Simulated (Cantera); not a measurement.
Charge: 1 mol C2F6, 0.0071 mol CH4, 12 mol H2, equilibrated at 2873 K and 52.0 Pa.

Equilibrium computed with Cantera from the NASA thermochemical tables; the gas is ideal and each condensed phase is pure. Candidate condensed phases: C, C6H6, C7H8, C8H18; 95 gas species. The feed counts by its element totals alone. Equilibrium is a limit: real reactors are often held back by kinetics, nucleation or transport.

Base state: H 0.701, HF 0.207, F 0.0305, H2 0.0231, C3 0.0182, C 0.0138, C2 0.00360, CF 0.00134 (mole fractions); condensed: gas only.

Q: What changes in the equilibrium state with this change: H2 from 12 to 2.9 mol?

A: 
| species | before | after |
|---|---|---|
| HF | 0.207 | 0.459 |
| F | 0.0305 | 0.223 |
| H | 0.701 | 0.213 |
| H2 | 0.0231 | 0.00213 |
| CF | 0.00134 | 0.0145 |
| C3 | 0.0182 | 0.0593 |
| C | 0.0138 | 0.0205 |
| CF2 | 2.81e-6 | 0.000222 |
| C5 | 5.56e-5 | 0.000399 |
| C2H2 (acetylene) | 0.000245 | 4.96e-5 |
